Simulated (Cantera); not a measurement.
## Reactions in the system H-Li-O

Source: NASA polynomial tables (part measured, part estimated), evaluated in Cantera. Values are per mole of reaction as written; species without (g) are pure solids or liquids, kept so even where they would boil at 1 bar.

LiOH = Li(g) + OH(g)

```
T (K)  ΔH° (kJ)  ΔS° (J/K)  ΔG° (kJ)  log10 K
-----  --------  ---------  --------  -------
1048      645.8      228.5     406.3   -20.25
1073      644.9      227.7     400.6   -19.50
1098      644.0      226.9     394.9   -18.78
1123      643.1      226.1     389.2   -18.10
1148      642.3      225.3     383.6   -17.45
1173      641.4      224.6     377.9   -16.83
1198      640.5      223.9     372.3   -16.23
1223      639.7      223.1     366.8   -15.66
1248      638.8      222.4     361.2   -15.12
```
